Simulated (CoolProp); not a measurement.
A single-stage vapour-compression cycle with the fluid: evaporating at 303.15 K (dew point), condensing at 352.15 K (bubble point), superheat 2 K, subcooling 5 K, compressor efficiency 0.6, no pressure losses. The same conditions are run with several fluids, on thermodynamics alone (safety and materials aside).

The numbers come from the reference Helmholtz-energy equation of state of each fluid (ethanol: Schroeder 2014; R142b: Lemmon 2006; fluoroethane (R161): Wu 2012; R113: Marx 1992; propyne: Polt 1992; R1233zd(E): Akasaka 2022) in CoolProp. The equations of Platzer and Polt are older, rougher fits.

Rank ethanol, R142b, fluoroethane (R161), R113, propyne, R1233zd(E) by cooling COP, highest first.

ethanol (3.35), R113 (3.12), R1233zd(E) (3.06), propyne (3.01), R142b (2.95), fluoroethane (R161) (2.71)

| fluid | pressure ratio | discharge temperature (K) | refrigerating effect (kJ/kg) | volumetric capacity (kJ/m³) |
|---|---|---|---|---|
| ethanol | 9.90 | 448.5 | 800 | 153 |
| R142b | 3.44 | 370.0 | 139 | 2400 |
| fluoroethane (R161) | 3.04 | 383.9 | 223 | 5430 |
| R113 | 4.75 | 360.4 | 109 | 451 |
| propyne | 3.27 | 387.1 | 345 | 4150 |
| R1233zd(E) | 4.14 | 366.0 | 135 | 1140 |
